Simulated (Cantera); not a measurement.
Feed: 1 mol Si, 0.011 mol CO₂, 39 mol N₂, 0.15 mol O₂, held at 1102 °C and 9.30 mbar.

These are equilibrium values from Cantera (NASA tables, ideal gas, pure condensed phases), not measurements of a reactor. Candidate condensed phases: C, Si, SiC, SiO₂, Si₂N₂O, Si₃N₄; 34 gas species. N₂ is the only nitrogen source here; it is nearly inert below about 1500 K, so the nitride shown seldom forms there in practice. Mutual solubility and eutectic melting of coexisting phases are not modelled. Equilibrium is a limit: real reactors are often held back by kinetics, nucleation or transport.

Question: What is the equilibrium state?

Answer: 
```json
{
 "x(N₂)": "1.000",
 "x(CO)": "0.000161",
 "n(SiC(s))": "0.00483 mol",
 "n(Si₂N₂O(s))": "0.316 mol",
 "n(Si₃N₄(s))": "0.121 mol",
 "gas_amount": "38.45 mol",
 "log10 activity of C(graphite) (absent)": "-0.06",
 "log10 activity of Si(s) (absent)": "-2.31"
}
```
